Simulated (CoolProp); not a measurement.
Vapour-liquid equilibrium of R125 (1) + fluoroethane (R161) (2) at -17.95 °C; x and y are mole fractions of (1).

Values from CoolProp's multi-fluid Helmholtz-energy mixture model, Lemmon 2005 and Wu 2012; pair parameters Bell 2016.

```
x     bubble pressure, mixture model (bar)  bubble pressure, Raoult's law (bar)  y, mixture model  y, Raoult's law
----  ------------------------------------  -----------------------------------  ----------------  ---------------
0.05                                 2.356                                2.374                 …            0.077
0.2                                  2.551                                2.573             0.280            0.283
0.35                                     …                                2.773             0.468            0.459
0.5                                      …                                2.973                 …            0.612
0.65                                 3.261                                3.173             0.746            0.746
0.8                                  3.450                                3.373             0.853            0.863
0.95                                     …                                3.573             0.960            0.968
```

### Question
Some entries are withheld; supply them.

### Answer

- 0.05, y, mixture model: 0.069
- 0.35, bubble pressure, mixture model (bar): 2.791
- 0.5, bubble pressure, mixture model (bar): 3.037
- 0.5, y, mixture model: 0.622
- 0.95, bubble pressure, mixture model (bar): 3.600

The largest gap from Raoult's law is +2.8 % in bubble pressure, at x = 0.65. No azeotrope shows between x = 0.05 and 0.95.

The pair parameters rest on a limited set of measurements; away from them the model extrapolates. The gap from Raoult's law changes sign with composition, which may be real or a fault of the pair parameters; it wasn't checked against measurements.
